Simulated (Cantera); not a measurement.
Input (Python, Cantera) and output of one run.

```python
import numpy as np
import cantera as ct

gas_names = """
    C CO CO2 C2 C2O C3 C3O2 C4 C5 Mg MgO Mg2 O O2 O3
""".split()
cond_names = """
    C(gr) Mg(cr) Mg(L) MgCO3(s) MgO(s) MgO(L)
""".split()


# ... load() reads the species with a 1 bar reference pressure and builds the phases ...
atoms = {
    'MgO': {'Mg': 1, 'O': 1},
    'C': {'C': 1},
    'CO': {'C': 1, 'O': 1},
}
top_T = {'C(gr)': 4500}  # K; cautious upper limits of use, not melting points


# ... equilibrate(T, P, feed) seeds the gas with the atoms and calls Mixture.equilibrate('TP', solver="vcs", rtol=1e-11, max_steps=5000) ...
results = []
feed = {'MgO': 1, 'C': 0.99, 'CO': 0.024}  # mol
for P in [10, 68, 460, 3200, 22000, 150000, 1000000]:
    for T in [1973, 2023, 2073, 2123, 2173, 2223, 2273, 2323, 2373, 2423, 2473, 2523, 2573]:
        mix = equilibrate(T, P, feed)
        results.append((T, P, feed, dict(zip(mix.species_names, mix.species_moles))))

for T, P, feed, n in results:
    print(f"{T:7g} {P:10.4g}  " + (" + ".join(c for c in cond_names if n.get(c, 0) > 1e-12) or "gas only"))
```

Output:

```
   1973         10  gas only
   2023         10  gas only
   2073         10  gas only
   2123         10  gas only
   2173         10  gas only
   2223         10  gas only
   2273         10  gas only
   2323         10  gas only
   2373         10  gas only
   2423         10  gas only
   2473         10  gas only
   2523         10  gas only
   2573         10  gas only
   1973         68  MgO(s)
   2023         68  gas only
   2073         68  gas only
   2123         68  gas only
   2173         68  gas only
   2223         68  gas only
   2273         68  gas only
   2323         68  gas only
   2373         68  gas only
   2423         68  gas only
   2473         68  gas only
   2523         68  gas only
   2573         68  gas only
   1973        460  MgO(s)
   2023        460  MgO(s)
   2073        460  MgO(s)
   2123        460  MgO(s)
   2173        460  gas only
   2223        460  gas only
   2273        460  gas only
   2323        460  gas only
   2373        460  gas only
   2423        460  gas only
   2473        460  gas only
   2523        460  gas only
   2573        460  gas only
   1973       3200  MgO(s)
   2023       3200  MgO(s)
   2073       3200  MgO(s)
   2123       3200  MgO(s)
   2173       3200  MgO(s)
   2223       3200  MgO(s)
   2273       3200  MgO(s)
   2323       3200  MgO(s)
   2373       3200  gas only
   2423       3200  gas only
   2473       3200  gas only
   2523       3200  gas only
   2573       3200  gas only
   1973    2.2e+04  MgO(s)
   2023    2.2e+04  MgO(s)
   2073    2.2e+04  MgO(s)
   2123    2.2e+04  MgO(s)
   2173    2.2e+04  MgO(s)
   2223    2.2e+04  MgO(s)
   2273    2.2e+04  MgO(s)
   2323    2.2e+04  MgO(s)
   2373    2.2e+04  MgO(s)
   2423    2.2e+04  MgO(s)
   2473    2.2e+04  MgO(s)
   2523    2.2e+04  MgO(s)
   2573    2.2e+04  gas only
   1973    1.5e+05  C(gr) + MgO(s)
   2023    1.5e+05  C(gr) + MgO(s)
   2073    1.5e+05  C(gr) + MgO(s)
   2123    1.5e+05  MgO(s)
   2173    1.5e+05  MgO(s)
   2223    1.5e+05  MgO(s)
   2273    1.5e+05  MgO(s)
   2323    1.5e+05  MgO(s)
   2373    1.5e+05  MgO(s)
   2423    1.5e+05  MgO(s)
   2473    1.5e+05  MgO(s)
   2523    1.5e+05  MgO(s)
   2573    1.5e+05  MgO(s)
   1973      1e+06  C(gr) + MgO(s)
   2023      1e+06  C(gr) + MgO(s)
   2073      1e+06  C(gr) + MgO(s)
   2123      1e+06  C(gr) + MgO(s)
   2173      1e+06  C(gr) + MgO(s)
   2223      1e+06  C(gr) + MgO(s)
   2273      1e+06  C(gr) + MgO(s)
   2323      1e+06  C(gr) + MgO(s)
   2373      1e+06  MgO(s)
   2423      1e+06  MgO(s)
   2473      1e+06  MgO(s)
   2523      1e+06  MgO(s)
   2573      1e+06  MgO(s)
```

Equilibrium computed with Cantera from the NASA thermochemical tables; the gas is ideal and each condensed phase is pure.
